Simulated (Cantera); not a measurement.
An adiabatic, constant-pressure homogeneous reactor starts with 4.79 % CH₄, 0.815 % CO, 18.2 % O₂, 68.6 % N₂, 7.67 % H₂, at 1300 K and 0.620 bar.

Model: GRI-Mech 3.0 (53 species, 325 reactions), integrated in Cantera.

One state of this run: T (K) = 1638; x CH₄ = 0.0197; x CO = 0.0262; x O₂ = 0.141; x H₂O₂ = 5.37e-6; x HO₂ = 0.000269. x: mole fraction; the columns are a selection and need not sum to one.

Q: Which value of t (s) does it belong to?
A. 0.0368
B. 5.28e-5
C. 0.000271
D. 1.03e-5

A: C, 0.000271
